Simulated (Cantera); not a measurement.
A perfectly stirred reactor is fed with H2 : O2 : N2 : H2O = 1 : 0.357 : 1.34 : 0.24 (molar parts), at 10.0 bar; it is adiabatic with a 450 K inlet, and is followed from long to short residence time, starting on the burning branch (τ in s: 0.031, 0.014, 0.006, 0.0026, 0.0012, 0.00051, 0.00022, 9.9e-05, 4.4e-05, 1.9e-05, 8.5e-06).

Computed with Cantera and the H2/O2 subset of GRI-Mech 3.0, which has no nitrogen chemistry. The hydrogen kinetics of GRI-Mech 3.0 are dated; newer H2 mechanisms differ, most at raised pressure.

Question: What does this change do: inlet temperature 450 to 375 K?

Answer: 
| quantity | before | after |
|---|---|---|
| blow-out, bracketed by the residence times tried | burning at 8.50 µs, the shortest tried | burning at 8.50 µs, the shortest tried |
| x(H2) at τ = 31.0 ms | 0.111 | 0.111 |
| x(O2) at τ = 31.0 ms | 2.79e-5 | 3.37e-5 |
| x(H2O) at τ = 31.0 ms | 0.369 | 0.369 |
| x(H) at τ = 31.0 ms | 0.000871 | 0.000710 |
| x(HO2) at τ = 31.0 ms | 2.05e-8 | 2.40e-8 |
| x(H2) at τ = 0.510 ms | 0.110 | 0.110 |
| x(O2) at τ = 0.510 ms | 0.000445 | 0.000472 |
| x(H2O) at τ = 0.510 ms | 0.366 | 0.366 |
| x(H) at τ = 0.510 ms | 0.00366 | 0.00351 |
| x(HO2) at τ = 0.510 ms | 1.16e-6 | 1.45e-6 |

Question: What does this change do: H2 1 to 1.3 parts?

Answer: 
| quantity | before | after |
|---|---|---|
| blow-out, bracketed by the residence times tried | burning at 8.50 µs, the shortest tried | burning at 8.50 µs, the shortest tried |
| x(H2) at τ = 31.0 ms | 0.111 | 0.203 |
| x(O2) at τ = 31.0 ms | 2.79e-5 | 3.06e-5 |
| x(H2O) at τ = 31.0 ms | 0.369 | 0.331 |
| x(H) at τ = 31.0 ms | 0.000871 | 0.000714 |
| x(HO2) at τ = 31.0 ms | 2.05e-8 | 2.97e-8 |
| x(H2) at τ = 0.510 ms | 0.110 | 0.202 |
| x(O2) at τ = 0.510 ms | 0.000445 | 0.000353 |
| x(H2O) at τ = 0.510 ms | 0.366 | 0.329 |
| x(H) at τ = 0.510 ms | 0.00366 | 0.00406 |
| x(HO2) at τ = 0.510 ms | 1.16e-6 | 1.35e-6 |
